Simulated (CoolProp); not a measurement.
Properties of hexamethyldisiloxane (MM) along the isobar 4.05 MPa (Tc = 518.7 K, pc = 1.931 MPa, ω = 0.418).

Computed with CoolProp (reference Helmholtz-energy equation of state, Thol 2016).

```tsv
T (K)	phase	cp (kJ/(kg K))	Joule-Thomson coefficient (K/MPa)
366.2	liquid	2.073	-0.2938
382.8	liquid	2.120	-0.2518
399.4	liquid	2.167	-0.2022
416	liquid	2.215	-0.1423
432.6	liquid	2.264	-0.06808
449.2	liquid	2.316	0.02677
465.8	liquid	2.371	0.1524
482.4	liquid	2.431	0.3263
499	liquid	2.501	0.5807
515.6	liquid	2.587	0.9803
532.2	supercritical	2.702	1.664
548.8	supercritical	2.865	2.914
565.4	supercritical	3.045	4.984
582	supercritical	3.036	6.735
598.6	supercritical	2.865	6.831
```
